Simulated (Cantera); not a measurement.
**Equilibrium for boron, boron nitride and boron oxide: B + H2O**

A closed system holds: 1 mol B, 6.2 mol H2O, held at 0.0130 bar.

Method: chemical equilibrium by Gibbs-energy minimisation in Cantera with the NASA 1993 tables (ideal gas, pure condensed phases). Candidate condensed phases: B, B2O3, B3O3H3, H2O; 23 gas species. Gases not in the tables: H3BO3. Rates play no part.

From 948 K to 1448 K the condensed part is B2O3(l). From 1548 K to 1748 K nothing is condensed.

| T (K) | x H2O | x H2 | x HBO2 | x (HBO2)3 | x B2O3 | x H | n B2O3(l) |
|---|---|---|---|---|---|---|---|
| 948 | 0.755 | 0.242 | 6.31e-5 | 0.00274 | 1.85e-11 | 2.26e-9 | 0.474 |
| 1048 | 0.756 | 0.242 | 0.000521 | 0.00165 | 2.30e-9 | 3.33e-8 | 0.483 |
| 1148 | 0.754 | 0.242 | 0.00291 | 0.00107 | 1.19e-7 | 3.09e-7 | 0.481 |
| 1248 | 0.747 | 0.241 | 0.0121 | 0.000723 | 3.19e-6 | 2.01e-6 | 0.455 |
| 1348 | 0.722 | 0.237 | 0.0400 | 0.000496 | 5.14e-5 | 9.88e-6 | 0.369 |
| 1448 | 0.663 | 0.229 | 0.107 | 0.000327 | 0.000553 | 3.87e-5 | 0.141 |
| 1548 | 0.628 | 0.224 | 0.146 | 4.44e-5 | 0.00143 | 0.000128 | 0 |
| 1648 | 0.629 | 0.224 | 0.146 | 3.42e-6 | 0.00180 | 0.000369 | 0 |
| 1748 | 0.629 | 0.223 | 0.145 | 3.56e-7 | 0.00221 | 0.000947 | 0 |
x: gas mole fraction; n: condensed amount in mol.
